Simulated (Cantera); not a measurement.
An isothermal plug-flow reactor at 898 K and 548 Torr (inlet), inlet velocity 0.13 m/s, active area per volume 620 1/m; feed 0.492 % CH4, 13.1 % O2, 86.4 % N2, equivalence ratio 0.075.

Model: Deutschmann's 1995 Pt surface mechanism with GRI-Mech 3.0 gas chemistry, integrated in Cantera. Catalytic surfaces can have several steady states; this one follows from the mechanism file's or the stated starting coverage. Mass transfer to the wall is taken as infinitely fast.

One state of this run: x CH4 = 0.00482; x O2 = 0.131; x H2O = 0.000195; x CO2 = 9.63e-5; x CO = 1.33e-6; θ free Pt = 0.102; θ O* = 0.897; θ OH* = 0.000253. x: gas mole fraction; θ: surface coverage.

### Question
Which value of z (m) does it belong to?
A) 0.0016
B) 0.00029
C) 0.0051
D) 0.0091

### Answer
B, 0.00029
